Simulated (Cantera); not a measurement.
What does this Cantera script print?

```python
import numpy as np
import cantera as ct

gas_names = """
    H HO2 H2 H2O H2O2 Mg MgH MgO MgOH MgO2H2 Mg2 O OH O2 O3 Si SiH SiH2 SiH3 SiH4 SiO SiO2 Si2 Si3
""".split()
cond_names = """
    H2O(s) H2O(L) Mg(cr) Mg(L) MgO(s) MgO(L) MgO2H2(s) MgSiO3(I) MgSiO3(II) MgSiO3(III) MgSiO3(L)
    Mg2SiO4(s) Mg2SiO4(L) Si(cr) Si(L) SiO2(Lqz) SiO2(hqz) SiO2(L)
""".split()


def load(file, names, dense=False):
    # The tables refer to 1 bar. Condensed volumes are neglected.
    table = {s.name: s for s in ct.Species.list_from_file(file)}
    out = []
    for n in names:
        d = dict(table[n].input_data)
        d["thermo"] = dict(d["thermo"], **{"reference-pressure": 1e5})
        if dense:
            d["equation-of-state"] = {"model": "constant-volume", "density": "1e6 g/cm^3"}
        out.append(ct.Species.from_dict(d))
    return out


gas = ct.Solution(thermo="ideal-gas", species=load("nasa_gas.yaml", gas_names))
cond = {s.name: ct.Solution(thermo="fixed-stoichiometry", species=[s], name=s.name)
        for s in load("nasa_condensed.yaml", cond_names, dense=True)}
atoms = {
    'SiO2': {'Si': 1, 'O': 2},
    'MgO': {'Mg': 1, 'O': 1},
    'H2': {'H': 2},
}
top_T = {}  # K; cautious upper limits of use, not melting points


def equilibrate(T, P, feed):
    n = {}
    for name, mol in feed.items():
        for a, k in atoms[name].items():
            n[a] = n.get(a, 0.0) + k * mol
    gas.TPX = T, P, n
    mass = sum(n.values()) * gas.mean_molecular_weight
    gas.equilibrate("TP")
    valid = [c for c in cond.values() if c.min_temp <= T <= top_T.get(c.name, c.max_temp)]
    mix = ct.Mixture([(gas, mass / gas.mean_molecular_weight)] + [(c, 0.0) for c in valid])
    mix.T, mix.P = T, P
    mix.equilibrate("TP", solver="vcs", rtol=1e-11, max_steps=5000)
    return mix


results = []
T = 1298.15  # K
P = 1200  # Pa
for m in [0.15, 0.37, 0.59, 0.81, 1, 1.3, 1.5, 1.7, 1.9]:
    feed = {'SiO2': 1, 'MgO': m, 'H2': 3.5}  # mol
    mix = equilibrate(T, P, feed)
    results.append((T, P, feed, dict(zip(mix.species_names, mix.species_moles))))
    x = sorted(zip(gas.X, gas.species_names), reverse=True)
    print(f"T = {T:g} K  P = {P:g} Pa  n(MgO) = {m:g} mol  gas = {mix.phase_moles(0):.4g} mol")
    print("   x: " + "  ".join(f"{s} {v:.3e}" for v, s in x if v > 1e-06))
    print("   condensed (mol): " + ("  ".join(f"{mix.phase(i).name} {mix.phase_moles(i):.4g}"
          for i in range(1, mix.n_phases) if mix.phase_moles(i) > 1e-12) or "none"))
```

Result:

```
T = 1298.15 K  P = 1200 Pa  n(MgO) = 0.15 mol  gas = 3.5 mol
   x: H2 1.000e+00  H2O 1.311e-05  SiO 1.244e-05  H 9.805e-06
   condensed (mol): MgSiO3(III) 0.15  SiO2(hqz) 0.85
T = 1298.15 K  P = 1200 Pa  n(MgO) = 0.37 mol  gas = 3.5 mol
   x: H2 1.000e+00  H2O 1.311e-05  SiO 1.244e-05  H 9.805e-06
   condensed (mol): MgSiO3(III) 0.37  SiO2(hqz) 0.63
T = 1298.15 K  P = 1200 Pa  n(MgO) = 0.59 mol  gas = 3.5 mol
   x: H2 1.000e+00  H2O 1.311e-05  SiO 1.244e-05  H 9.805e-06
   condensed (mol): MgSiO3(III) 0.59  SiO2(hqz) 0.41
T = 1298.15 K  P = 1200 Pa  n(MgO) = 0.81 mol  gas = 3.5 mol
   x: H2 1.000e+00  H2O 1.311e-05  SiO 1.244e-05  H 9.805e-06
   condensed (mol): MgSiO3(III) 0.81  SiO2(hqz) 0.19
T = 1298.15 K  P = 1200 Pa  n(MgO) = 1 mol  gas = 3.5 mol
   x: H2 1.000e+00  H2O 1.071e-05  H 9.805e-06  SiO 9.370e-06  Mg 1.335e-06
   condensed (mol): MgSiO3(III) 0.9999  Mg2SiO4(s) 2.812e-05
T = 1298.15 K  P = 1200 Pa  n(MgO) = 1.3 mol  gas = 3.5 mol
   x: H2 1.000e+00  H2O 1.071e-05  H 9.805e-06  SiO 9.370e-06  Mg 1.335e-06
   condensed (mol): MgSiO3(III) 0.6999  Mg2SiO4(s) 0.3
T = 1298.15 K  P = 1200 Pa  n(MgO) = 1.5 mol  gas = 3.5 mol
   x: H2 1.000e+00  H2O 1.071e-05  H 9.805e-06  SiO 9.370e-06  Mg 1.335e-06
   condensed (mol): MgSiO3(III) 0.4999  Mg2SiO4(s) 0.5
T = 1298.15 K  P = 1200 Pa  n(MgO) = 1.7 mol  gas = 3.5 mol
   x: H2 1.000e+00  H2O 1.071e-05  H 9.805e-06  SiO 9.370e-06  Mg 1.335e-06
   condensed (mol): MgSiO3(III) 0.2999  Mg2SiO4(s) 0.7
T = 1298.15 K  P = 1200 Pa  n(MgO) = 1.9 mol  gas = 3.5 mol
   x: H2 1.000e+00  H2O 1.071e-05  H 9.805e-06  SiO 9.370e-06  Mg 1.335e-06
   condensed (mol): MgSiO3(III) 0.09994  Mg2SiO4(s) 0.9
```

Equilibrium computed with Cantera from the NASA thermochemical tables; the gas is ideal and each condensed phase is pure. Mutual solubility and eutectic melting of coexisting phases are not modelled. The tables hold silica as quartz up to 1696 K and as liquid above; real silica turns to tridymite and cristobalite and melts near 1996 K. Condensed phases not in the tables: alloys, solid solutions and most ternary compounds.
